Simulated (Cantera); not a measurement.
Input: 1 mol Si, 2.7 mol N₂O, 110 mol H₂, held at 1150 °C and 26000 Pa.

These are equilibrium values from Cantera (NASA tables, ideal gas, pure condensed phases), not measurements of a reactor. Candidate condensed phases: H₂O, Si, SiO₂, Si₂N₂O, Si₃N₄; 35 gas species. The tables hold silica as quartz up to 1696 K and as liquid above; real silica turns to tridymite and cristobalite and melts near 1996 K. The numbers say what is thermodynamically allowed, not how fast it happens.

**Question.** What is the equilibrium state?

**Answer.** 
| Property | Value |
|---|---|
| x(H₂) | 0.970 |
| x(N₂) | 0.0240 |
| x(H₂O) | 0.00621 |
| x(H) | 1.28e-5 |
| x(NH₃) | 3.04e-6 |
| n(SiO₂(β-quartz)) | 1.000 mol |
| gas amount | 112.7 mol |
| log10 activity of Si(s) (absent) | -7.33 |
